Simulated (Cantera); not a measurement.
An isothermal, constant-pressure homogeneous reactor starts with CH4 : H2O = 1 : 0.31 (molar parts), at 2125 K and 13500 Torr. Integrator tolerance rtol = 1e-08.

Detailed kinetics in Cantera: GRI-Mech 3.0 (53 species, 325 reactions). GRI-Mech 3.0 stops at C3 and has no aromatics, soot or wall deposition, so with more carbon than oxygen in the feed, carbon stays in small species such as C2H2 where larger ones or solid carbon would form. The pressure lies above the range GRI-Mech 3.0 was tuned for (to about 10 atm).

Task: What does this change do: temperature 2125 to 1300 K?

Result: 
| quantity | before | after |
|---|---|---|
| x(CH4) at 2.00 s | 0.0287 (gas-phase equilibrium 0.0287) | 0.665 (gas-phase equilibrium 0.357) |
| x(H2O) at 2.00 s | 1.17e-5 (gas-phase equilibrium 1.19e-5) | 0.227 (gas-phase equilibrium 0.00113) |
| x(H2O2) at 2.00 s | <1e-12 (gas-phase equilibrium <1e-12) | <1e-12 (gas-phase equilibrium <1e-12) |
| x(O2) at 2.00 s | <1e-12 (gas-phase equilibrium <1e-12) | <1e-12 (gas-phase equilibrium <1e-12) |
| x(CH2) at 2.00 s | 7.88e-7 (gas-phase equilibrium 7.88e-7) | 3.60e-12 (gas-phase equilibrium <1e-12) |
| x(H) at 2.00 s | 0.000735 (gas-phase equilibrium 0.000735) | 3.86e-8 (gas-phase equilibrium 1.82e-7) |
| x(C2H6) at 2.00 s | 2.12e-5 (gas-phase equilibrium 2.12e-5) | 0.00194 (gas-phase equilibrium 0.000361) |
